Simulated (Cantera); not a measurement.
Cantera run:

```python
import numpy as np
import cantera as ct

gas_names = [...]  # 113 gases of nasa_gas.yaml made of C, Cu, H, O
cond_names = """
    C(gr) C6H6(L) C7H8(L) C8H18(L),n-octa Cu(cr) Cu(L) CuO(s) CuO2H2(s) Cu2O(s) Cu2O(L) H2O(s) H2O(L)
""".split()


# ... load() reads the species with a 1 bar reference pressure and builds the phases ...
atoms = {
    'CuO': {'Cu': 1, 'O': 1},
    'CH4': {'C': 1, 'H': 4},
    'CO': {'C': 1, 'O': 1},
}
top_T = {'C(gr)': 4500, 'CuO(s)': 1390}  # K; cautious upper limits of use, not melting points


# ... equilibrate(T, P, feed) seeds the gas with the atoms and calls Mixture.equilibrate('TP', solver="vcs", rtol=1e-11, max_steps=5000) ...
results = []
feed = {'CuO': 1, 'CH4': 0.57, 'CO': 0.019}  # mol
P = 4300  # Pa
for T in [1450, 1550, 1650, 1750, 1850, 1950, 2050, 2150, 2250, 2350, 2450, 2550]:
    mix = equilibrate(T, P, feed)
    results.append((T, P, feed, dict(zip(mix.species_names, mix.species_moles))))

top = {s: max(r[3][s] / sum(r[3][g] for g in gas_names) for r in results) for s in gas_names}
cols = sorted((s for s in top if top[s] > 1e-05), key=lambda s: -top[s])[:8]
seen = [c for c in cond_names if any(r[3].get(c, 0) > 1e-12 for r in results)]
print("log10 of partial pressures in bar; condensed amounts in mol")
print(f"{'T/K':>10s}" + "".join(f"{s[:9]:>10s}" for s in cols + seen))
for T, P, feed, n in results:
    ng = sum(n[g] for g in gas_names)
    print(f"{T:10.4g}" + "".join(f"{np.log10(max(n[s] / ng * P / 1e5, 1e-99)):10.3f}" for s in cols)
          + "".join(f"{n.get(c, 0):10.4g}" for c in seen))
```

Result:

```
log10 of partial pressures in bar; condensed amounts in mol
       T/K        H2        Cu        CO       H2O         H       CO2        OH       Cu2     Cu(L)
      1450    -1.702    -5.464    -1.906    -2.072    -5.875    -2.653    -7.866    -9.016    0.9999
      1550    -1.707    -4.731    -1.898    -2.061    -5.355    -2.699    -7.183    -8.003    0.9993
      1650    -1.711    -4.090    -1.893    -2.053    -4.897    -2.741    -6.584    -7.118    0.9967
      1750    -1.717    -3.525    -1.890    -2.048    -4.492    -2.780    -6.055    -6.339    0.9879
      1850    -1.727    -3.022    -1.893    -2.049    -4.132    -2.819    -5.586    -5.649    0.9607
      1950    -1.749    -2.573    -1.908    -2.064    -3.815    -2.866    -5.171    -5.033    0.8844
      2050    -1.801    -2.169    -1.954    -2.108    -3.545    -2.939    -4.813    -4.481    0.6719
      2150    -1.929    -1.810    -2.074    -2.229    -3.340    -3.083    -4.529    -3.994         0
      2250    -1.939    -1.810    -2.075    -2.232    -3.099    -3.104    -4.215    -4.207         0
      2350    -1.952    -1.812    -2.077    -2.238    -2.880    -3.123    -3.930    -4.406         0
      2450    -1.970    -1.816    -2.080    -2.250    -2.682    -3.143    -3.671    -4.594         0
      2550    -1.995    -1.822    -2.086    -2.273    -2.503    -3.166    -3.441    -4.773         0
```

Cantera equilibrium calculation (NASA polynomials, part measured and part estimated; ideal gas, pure solids and liquids).
